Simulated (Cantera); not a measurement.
## Equilibrium for silicon nitride deposition: SiHCl3 + NH3 + H2

A closed system holds: 1 mol SiHCl3, 2.9 mol NH3, 0.61 mol H2, held at 200 Pa.

These are equilibrium values from Cantera (NASA tables, ideal gas, pure condensed phases), not measurements of a reactor. Candidate condensed phases: NH4Cl, Si, Si3N4; 28 gas species. The tables' values for SiCl, SiCl3, SiN are old estimates; treat these amounts as uncertain. Gases not in the tables: Si2H6 and higher silanes. Rates play no part.

| T (K) | x H2 | x HCl | x N2 | x SiCl2 | x H | x Si | x Cl | x SiCl4 | n Si3N4(s) | n Si(l) |
|---|---|---|---|---|---|---|---|---|---|---|
| 900 | 0.538 | 0.341 | 0.110 | 1.86e-7 | 1.92e-9 | <1e-12 | 1.18e-9 | 0.0121 | 0.302 | 0 |
| 1100 | 0.527 | 0.359 | 0.106 | 0.000136 | 4.20e-7 | <1e-12 | 2.56e-7 | 0.00701 | 0.314 | 0 |
| 1300 | 0.529 | 0.344 | 0.111 | 0.0102 | 1.80e-5 | 3.70e-10 | 9.86e-6 | 0.00332 | 0.291 | 0 |
| 1500 | 0.564 | 0.211 | 0.148 | 0.0746 | 0.000296 | 1.55e-6 | 8.90e-5 | 0.000231 | 0.123 | 0 |
| 1700 | 0.580 | 0.133 | 0.172 | 0.110 | 0.00251 | 0.000339 | 0.000449 | 8.60e-6 | 0 | 0.0617 |
| 1900 | 0.560 | 0.144 | 0.170 | 0.100 | 0.0133 | 0.00630 | 0.00258 | 1.12e-6 | 0 | 0.0586 |
| 2100 | 0.492 | 0.176 | 0.160 | 0.0681 | 0.0489 | 0.0339 | 0.0128 | 2.29e-7 | 0 | 0 |
x: gas mole fraction; n: condensed amount in mol.

From 900 K to 1500 K the condensed part is Si3N4(s). From 1700 K to 1900 K the condensed part is Si(l). At 2100 K nothing is condensed. The main Si-bearing gas is SiCl4 at 900 K and SiCl2 at 2100 K. The share of Si in condensed phases is highest at 1100 K (94.2 %) and lowest at 2100 K (0.0 %).
